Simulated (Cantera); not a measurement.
Charge: 1 mol Zr, 11 mol NH₃, at 1723.15 K and 1000 Pa.

Method: chemical equilibrium by Gibbs-energy minimisation in Cantera with the NASA 1993 tables (ideal gas, pure condensed phases). Candidate condensed phases: Zr, ZrN; 11 gas species. ZrN: taken at fixed stoichiometry. Rates play no part.

Base state: H₂ 0.766, N₂ 0.232, H 0.00160 (mole fractions); condensed: ZrN(s).

Q: What changes in the equilibrium state with this change: pressure from 1000 Pa to 0.710 Pa?

A: 
```json
[
 {"species": "H₂", "before": "0.766", "after": "0.716"},
 {"species": "N₂", "before": "0.232", "after": "0.226"},
 {"species": "H", "before": "0.00160", "after": "0.0580"},
 {"species": "ZrN(s), mol", "before": "1.00", "after": "1.00"}
]
```

Q: What changes in the equilibrium state with this change: pressure from 1000 Pa to 330 Pa?

A: 
```csv
species,before,after
H₂,0.766,0.765
N₂,0.232,0.232
H,0.00160,0.00278
"ZrN(s), mol",1.00,1.00
```

Q: What changes in the equilibrium state with this change: NH₃ from 11 to 0.22 mol?

A: 
| species | before | after |
|---|---|---|
| H₂ | 0.766 | 0.998 |
| H | 0.00160 | 0.00182 |
| N₂ | 0.232 | <1e-9 |
| ZrN(s), mol | 1.00 | 0.220 |
| Zr(β), mol | 0 | 0.780 |
Mutual solubility and eutectic melting of coexisting phases are not modelled. Condensed phases not in the tables: N, O or C dissolved in the metal.
